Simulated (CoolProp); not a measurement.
Octamethyltrisiloxane (MDM) at 510.86 K and 0.157 MPa is throttled through a valve to 0.0491 MPa with no heat exchange. Each further row changes one setting.

Values from CoolProp's reference Helmholtz-energy equation of state, Thol 2017.

```tsv
case	temperature change (K)	final density (kg/m³)
as stated	[?]	[?]
outlet pressure 0.0147 MPa	-1.8	0.826
outlet pressure 0.0638 MPa	[?]	[?]
```

Some entries are withheld; supply them.


- as stated, temperature change (K): -1.4
- as stated, final density (kg/m³): 2.79
- outlet pressure 0.0638 MPa, temperature change (K): -1.2
- outlet pressure 0.0638 MPa, final density (kg/m³): 3.64
